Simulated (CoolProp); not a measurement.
Vapour-liquid equilibrium of isobutene (1) + acetone (2) at 0.974 MPa; x and y are mole fractions of (1).

Computed with CoolProp (multi-fluid Helmholtz-energy mixture model, Lemmon 2005 and Lemmon 2006; pair parameters Bell 2016).

```csv
x,"bubble temperature, mixture model (K)","bubble temperature, Raoult's law (K)","y, mixture model","y, Raoult's law"
0.05,?,408.4,0.200,0.176
0.15,?,396.5,0.482,0.431
0.25,?,386.5,0.641,0.601
0.35,366.1,377.9,0.733,0.720
0.45,?,370.5,?,0.804
0.55,355.8,364.0,?,0.865
0.65,352.4,358.3,0.864,0.910
0.75,?,353.2,0.896,0.945
0.85,346.6,348.7,0.931,0.971
0.95,?,344.6,0.974,0.991
```

Q: Fill in the missing entries.

A: 
- 0.05, bubble temperature, mixture model (K): 404.8
- 0.15, bubble temperature, mixture model (K): 387.3
- 0.25, bubble temperature, mixture model (K): 374.7
- 0.45, bubble temperature, mixture model (K): 360.1
- 0.45, y, mixture model: 0.790
- 0.55, y, mixture model: 0.830
- 0.75, bubble temperature, mixture model (K): 349.4
- 0.95, bubble temperature, mixture model (K): 344.0

The largest gap from Raoult's law is -11.8 K in bubble temperature, at x = 0.35. No azeotrope shows between x = 0.05 and 0.95.

The pair parameters rest on a limited set of measurements; away from them the model extrapolates.
